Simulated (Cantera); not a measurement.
# Equilibrium for carbon deposition, reforming and gasification: C6H6 + H2

A closed system holds: 1 mol C6H6, 20 mol H2, equilibrated at 2077 °C and 24.0 Pa.

Method: chemical equilibrium by Gibbs-energy minimisation in Cantera with the NASA 1993 tables (ideal gas, pure condensed phases). Candidate condensed phases: C, C6H6, C7H8, C8H18; 76 gas species. The numbers say what is thermodynamically allowed, not how fast it happens.

```
Quantity                Result
-------------------  ---------
x(H)                     0.543
x(H2)                    0.454
x(C2H2 (acetylene))    0.00251
x(C3)                 0.000172
x(C2H)                0.000153
x(C)                   7.72e-5
x(C2)                  1.54e-5
x(C4H2)                5.68e-6
x(CH)                  1.43e-6
n(C(graphite))        5.81 mol
gas amount           31.58 mol
```
